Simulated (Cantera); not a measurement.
Feed: 1 mol Al₂O₃, 9.5 mol Cl₂, held at 1000 K and 100 Pa.

Method: chemical equilibrium by Gibbs-energy minimisation in Cantera with the NASA 1993 tables (ideal gas, pure condensed phases). Candidate condensed phases: Al, AlCl₃, Al₂O₃; 17 gas species. Equilibrium is a limit: real reactors are often held back by kinetics, nucleation or transport.

Base state: Cl₂ 0.988, Cl 0.0122, AlCl₃ 0.000124, O₂ 9.29e-5 (mole fractions); condensed: Al₂O₃(s).

### Question
What changes in the equilibrium state with this change: temperature from 1000 K to 1425 K?

### Answer
```
species          before    after
-------------  --------  -------
Cl               0.0122    0.640
Cl₂               0.988    0.347
AlCl₃          0.000124  0.00790
ClO             2.31e-7  4.22e-5
O₂              9.29e-5  0.00590
Al₂O₃(s), mol     0.999    0.945
```

### Question
What changes in the equilibrium state with this change: pressure from 100 Pa to 10.0 Pa?

### Answer
| species | before | after |
|---|---|---|
| Cl₂ | 0.988 | 0.962 |
| Cl | 0.0122 | 0.0381 |
| AlCl₃ | 0.000124 | 0.000168 |
| O₂ | 9.29e-5 | 0.000126 |
| Al₂O₃(s), mol | 0.999 | 0.999 |

### Question
What changes in the equilibrium state with this change: pressure from 100 Pa to 21000 Pa?

### Answer
| species | before | after |
|---|---|---|
| Cl₂ | 0.988 | 0.999 |
| Cl | 0.0122 | 0.000847 |
| AlCl₃ | 0.000124 | 5.83e-5 |
| O₂ | 9.29e-5 | 4.37e-5 |
| Al₂O₃(s), mol | 0.999 | 1.000 |
